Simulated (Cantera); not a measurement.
## SiH2Cl2 + H2 (silicon epitaxy and polysilicon growth)

Feed: 1 mol SiH2Cl2, 68 mol H2, held at 0.720 bar.

Equilibrium computed with Cantera from the NASA thermochemical tables; the gas is ideal and each condensed phase is pure. Candidate condensed phases: Si; 19 gas species. The tables' values for SiCl3 are old estimates; treat these amounts as uncertain. Gases not in the tables: Si2H6 and higher silanes. The numbers say what is thermodynamically allowed, not how fast it happens.

```json
[
 {"T (°C)": "925", "log p H2": "-0.15", "log p HCl": "-1.92", "log p SiCl2": "-3.31", "log p SiHCl3": "-2.93", "log p SiCl4": "-3.13", "log p H": "-6.80", "n Si(s)": "0.723", "n Si(l)": "0"},
 {"T (°C)": "1025", "log p H2": "-0.15", "log p HCl": "-1.81", "log p SiCl2": "-3.04", "log p SiHCl3": "-3.31", "log p SiCl4": "-3.62", "log p H": "-6.05", "n Si(s)": "0.808", "n Si(l)": "0"},
 {"T (°C)": "1125", "log p H2": "-0.15", "log p HCl": "-1.77", "log p SiCl2": "-2.92", "log p SiHCl3": "-3.81", "log p SiCl4": "-4.27", "log p H": "-5.40", "n Si(s)": "0.843", "n Si(l)": "0"},
 {"T (°C)": "1225", "log p H2": "-0.15", "log p HCl": "-1.76", "log p SiCl2": "-2.86", "log p SiHCl3": "-4.30", "log p SiCl4": "-4.92", "log p H": "-4.84", "n Si(s)": "0.849", "n Si(l)": "0"},
 {"T (°C)": "1325", "log p H2": "-0.15", "log p HCl": "-1.76", "log p SiCl2": "-2.83", "log p SiHCl3": "-4.76", "log p SiCl4": "-5.52", "log p H": "-4.35", "n Si(s)": "0.847", "n Si(l)": "0"},
 {"T (°C)": "1425", "log p H2": "-0.15", "log p HCl": "-1.76", "log p SiCl2": "-2.81", "log p SiHCl3": "-5.17", "log p SiCl4": "-6.06", "log p H": "-3.92", "n Si(s)": "0", "n Si(l)": "0.844"},
 {"T (°C)": "1525", "log p H2": "-0.15", "log p HCl": "-1.75", "log p SiCl2": "-2.86", "log p SiHCl3": "-5.59", "log p SiCl4": "-6.58", "log p H": "-3.53", "n Si(s)": "0", "n Si(l)": "0.859"}
]
```
log p: log10 of the partial pressure in bar; n: condensed amount in mol.

From 925 °C to 1325 °C the condensed part is Si(s). From 1425 °C to 1525 °C the condensed part is Si(l). The main Si-bearing gas is SiHCl3 at 925 °C and SiCl2 at 1525 °C. The share of Si in condensed phases is highest at 1525 °C (85.9 %) and lowest at 925 °C (72.3 %).
